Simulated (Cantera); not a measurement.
Charge: 1 mol TiO2, 2 mol CH4, 0.012 mol CO, equilibrated at 1923.15 K.

These are equilibrium values from Cantera (NASA tables, ideal gas, pure condensed phases), not measurements of a reactor. Candidate condensed phases: C, C6H6, C7H8, C8H18, H2O, Ti, TiC, TiO, TiO2, Ti2O3, Ti3O5, Ti4O7; 113 gas species. Mutual solubility and eutectic melting of coexisting phases are not modelled. TiC, TiO: taken at fixed stoichiometry. Condensed phases not in the tables: solid solutions among these carbides, nitrides and lower oxides. The numbers say what is thermodynamically allowed, not how fast it happens.

### Question
At 24.0 Torr, list the 4 most abundant gas species with their mole fractions, and the condensed phases.

### Answer
H2 0.722, CO 0.274, H 0.00448, H2O 0.000109. Condensed: TiC(s) + TiO(s).
